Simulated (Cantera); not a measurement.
A Cantera script and what it prints.

```python
import numpy as np
import cantera as ct

gas_names = """
    H HNO HNO2 HNO3 HO2 H2 H2O H2O2 Hg N NH NH2 NH3 NH2OH NO NO2 NO3 N2 N2H2 N2H4 N2O O OH O2 O3
""".split()
cond_names = """
    H2O(s) H2O(L) Hg(cr) Hg(L) HgO(s)
""".split()


# ... load() reads the species with a 1 bar reference pressure and builds the phases ...
atoms = {
    'HgO': {'Hg': 1, 'O': 1},
    'H2': {'H': 2},
    'N2': {'N': 2},
}
top_T = {}  # K; cautious upper limits of use, not melting points


# ... equilibrate(T, P, feed) seeds the gas with the atoms and calls Mixture.equilibrate('TP', solver="vcs", rtol=1e-11, max_steps=5000) ...
results = []
T = 773.15  # K
P = 720000  # Pa
for m in [0.25, 0.46, 0.84, 1.6, 2.9, 5.3, 9.8, 18]:
    feed = {'HgO': 1, 'H2': 0.51, 'N2': m}  # mol
    mix = equilibrate(T, P, feed)
    results.append((T, P, feed, dict(zip(mix.species_names, mix.species_moles))))

top = {s: max(r[3][s] / sum(r[3][g] for g in gas_names) for r in results) for s in gas_names}
cols = sorted((s for s in top if top[s] > 1e-05), key=lambda s: -top[s])[:9]
seen = [c for c in cond_names if any(r[3].get(c, 0) > 1e-12 for r in results)]
print("log10 of partial pressures in bar; condensed amounts in mol")
print(f"{'n(N2)':>10s}" + "".join(f"{s[:9]:>10s}" for s in cols + seen))
for T, P, feed, n in results:
    ng = sum(n[g] for g in gas_names)
    print(f"{feed['N2']:10.4g}" + "".join(f"{np.log10(max(n[s] / ng * P / 1e5, 1e-99)):10.3f}" for s in cols)
          + "".join(f"{n.get(c, 0):10.4g}" for c in seen))
```

Output:

```
log10 of partial pressures in bar; condensed amounts in mol
     n(N2)        N2        Hg       H2O        O2    HgO(s)
      0.25     0.069     0.508     0.379    -0.382    0.3131
      0.46     0.250     0.471     0.295    -0.308    0.2354
      0.84     0.387     0.428     0.171    -0.222   0.07729
       1.6     0.536     0.332     0.039    -0.279         0
       2.9     0.652     0.189    -0.103    -0.421         0
       5.3     0.733     0.009    -0.284    -0.602         0
       9.8     0.786    -0.205    -0.498    -0.816         0
        18     0.817    -0.438    -0.731    -1.049         0
```

Equilibrium computed with Cantera from the NASA thermochemical tables; the gas is ideal and each condensed phase is pure.
